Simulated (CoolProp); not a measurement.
Properties of carbon monoxide along the isotherm 39.25 °C.

Model: reference Helmholtz-energy equation of state, Lemmon 2006, in CoolProp. It is a short technical equation, of lower accuracy than the large ones.

| p (kPa) | phase | isothermal compressibility (1/MPa) | fugacity coefficient |
|---|---|---|---|
| 1170 | gas | 0.8563 | 0.9975 |
| 2330 | gas | 0.4301 | 0.9955 |
| 3500 | supercritical | 0.2860 | 0.9938 |
| 4660 | supercritical | 0.2143 | 0.9926 |
| 5830 | supercritical | 0.1707 | 0.9916 |
| 7000 | supercritical | 0.1414 | 0.9910 |
| 8160 | supercritical | 0.1206 | 0.9908 |
| 9330 | supercritical | 0.1047 | 0.9909 |
| 10500 | supercritical | 0.09224 | 0.9913 |
| 11700 | supercritical | 0.08197 | 0.9921 |
| 12800 | supercritical | 0.07418 | 0.9931 |
| 14000 | supercritical | 0.06702 | 0.9945 |
| 15200 | supercritical | 0.06093 | 0.9962 |
| 16300 | supercritical | 0.05610 | 0.9981 |
| 17500 | supercritical | 0.05149 | 1.000 |
